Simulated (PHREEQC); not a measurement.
A column of 0.2 m (40 cells, dispersivity 0.016 m, 60 s a shift, diffusion coefficient 3e-10 m²/s) holds 0.072 eq of the database's cation exchanger X per kg of pore water, first in equilibrium with 98 mmol/kgw Na2SO4, 0.48 mmol/kgw CaCl2 and 0.01 mmol/kgw HCl. It is flushed with 0.0026 mol/kgw NaCl, 0.093 mol/kgw NH4Cl and 1e-05 mol/kgw HCl, at 15 °C. Values are for the last cell. CO2 from the air is kept out. No solid was allowed to form.

Base run: PHREEQC, ion-association model, phreeqc.dat. Each further column changes one thing. The table gives NH4 in solution (mol/kgw).

```json
[
 {"pore volumes": "0", "base": "0", "exchange capacity from 0.072 to 0.036 eq/kgw": "0", "dispersivity from 0.016 to 0.032 m": "0"},
 {"pore volumes": "0.5125", "base": "3.73e-6", "exchange capacity from 0.072 to 0.036 eq/kgw": "0.000165", "dispersivity from 0.016 to 0.032 m": "0.000191"},
 {"pore volumes": "0.8875", "base": "0.000619", "exchange capacity from 0.072 to 0.036 eq/kgw": "0.00863", "dispersivity from 0.016 to 0.032 m": "0.00442"},
 {"pore volumes": "1.387", "base": "0.0164", "exchange capacity from 0.072 to 0.036 eq/kgw": "0.0533", "dispersivity from 0.016 to 0.032 m": "0.0291"},
 {"pore volumes": "1.762", "base": "0.0539", "exchange capacity from 0.072 to 0.036 eq/kgw": "0.0774", "dispersivity from 0.016 to 0.032 m": "0.0542"},
 {"pore volumes": "2.263", "base": "0.0813", "exchange capacity from 0.072 to 0.036 eq/kgw": "0.0890", "dispersivity from 0.016 to 0.032 m": "0.0754"},
 {"pore volumes": "2.638", "base": "0.0883", "exchange capacity from 0.072 to 0.036 eq/kgw": "0.0916", "dispersivity from 0.016 to 0.032 m": "0.0835"},
 {"pore volumes": "3.138", "base": "0.0915", "exchange capacity from 0.072 to 0.036 eq/kgw": "0.0927", "dispersivity from 0.016 to 0.032 m": "0.0888"},
 {"pore volumes": "3.513", "base": "0.0923", "exchange capacity from 0.072 to 0.036 eq/kgw": "0.0929", "dispersivity from 0.016 to 0.032 m": "0.0907"},
 {"pore volumes": "4.013", "base": "0.0927", "exchange capacity from 0.072 to 0.036 eq/kgw": "0.0930", "dispersivity from 0.016 to 0.032 m": "0.0919"}
]
```
